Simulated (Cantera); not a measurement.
A closed system holds: 1 mol SiCl4, 0.73 mol Cl2, 1.5 mol H2, equilibrated at 627 °C and 900000 Pa.

Equilibrium computed with Cantera from the NASA thermochemical tables; the gas is ideal and each condensed phase is pure. Candidate condensed phases: Si; 19 gas species. Kinetics and transport are ignored.

Base state: HCl 0.452, SiCl4 0.309, H2 0.238, SiHCl3 0.000462 (mole fractions); condensed: gas only.

**Question.** What changes in the equilibrium state with this change: 0.11 mol HF added?

**Answer.** 
| species | before | after |
|---|---|---|
| HCl | 0.452 | 0.470 |
| SiCl4 | 0.309 | 0.291 |
| H2 | 0.238 | 0.230 |
| SiF4 | 0 | 0.00821 |
| HF | 0 | 8.71e-5 |
| SiHCl3 | 0.000462 | 0.000404 |
